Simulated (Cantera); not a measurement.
# Equilibrium for chemical vapour transport: Si + HCl + H₂

Charge: 1 mol Si, 0.021 mol HCl, a varied amount of H₂, held at 1075 K and 0.133 bar.

Cantera equilibrium calculation (NASA polynomials, part measured and part estimated; ideal gas, pure solids and liquids). Candidate condensed phases: Si; 19 gas species. The tables' values for SiCl₃ are old estimates; treat these amounts as uncertain. Equilibrium is a limit: real reactors are often held back by kinetics, nucleation or transport.

```json
[
 {"n(H₂) (mol)": "0.55", "log p H₂": "-0.88", "log p HCl": "-2.70", "log p SiCl₄": "-3.39", "log p SiHCl₃": "-3.48", "log p SiCl₂": "-4.22", "log p SiCl₃": "-4.41", "n Si(s)": "0.996"},
 {"n(H₂) (mol)": "1.4", "log p H₂": "-0.88", "log p HCl": "-2.89", "log p SiCl₄": "-4.14", "log p SiHCl₃": "-4.04", "log p SiCl₂": "-4.60", "log p SiCl₃": "-4.97", "n Si(s)": "0.998"},
 {"n(H₂) (mol)": "2.2", "log p H₂": "-0.88", "log p HCl": "-3.01", "log p SiCl₄": "-4.62", "log p SiHCl₃": "-4.40", "log p SiCl₂": "-4.84", "log p SiCl₃": "-5.33", "n Si(s)": "0.998"},
 {"n(H₂) (mol)": "3", "log p H₂": "-0.88", "log p HCl": "-3.10", "log p SiCl₄": "-5.01", "log p SiHCl₃": "-4.69", "log p SiCl₂": "-5.04", "log p SiCl₃": "-5.62", "n Si(s)": "0.999"},
 {"n(H₂) (mol)": "3.8", "log p H₂": "-0.88", "log p HCl": "-3.18", "log p SiCl₄": "-5.34", "log p SiHCl₃": "-4.93", "log p SiCl₂": "-5.20", "log p SiCl₃": "-5.87", "n Si(s)": "0.999"},
 {"n(H₂) (mol)": "4.6", "log p H₂": "-0.88", "log p HCl": "-3.25", "log p SiCl₄": "-5.62", "log p SiHCl₃": "-5.15", "log p SiCl₂": "-5.34", "log p SiCl₃": "-6.08", "n Si(s)": "0.999"},
 {"n(H₂) (mol)": "5.4", "log p H₂": "-0.88", "log p HCl": "-3.31", "log p SiCl₄": "-5.86", "log p SiHCl₃": "-5.33", "log p SiCl₂": "-5.46", "log p SiCl₃": "-6.26", "n Si(s)": "1.000"},
 {"n(H₂) (mol)": "6.2", "log p H₂": "-0.88", "log p HCl": "-3.37", "log p SiCl₄": "-6.08", "log p SiHCl₃": "-5.49", "log p SiCl₂": "-5.57", "log p SiCl₃": "-6.43", "n Si(s)": "1.000"}
]
```
log p: log10 of the partial pressure in bar; n: condensed amount in mol.

From 0.55 mol H₂ to 6.2 mol H₂ the condensed part is Si(s). The main Si-bearing gas is SiCl₄ at 0.55 mol H₂ and SiHCl₃ at 6.2 mol H₂.
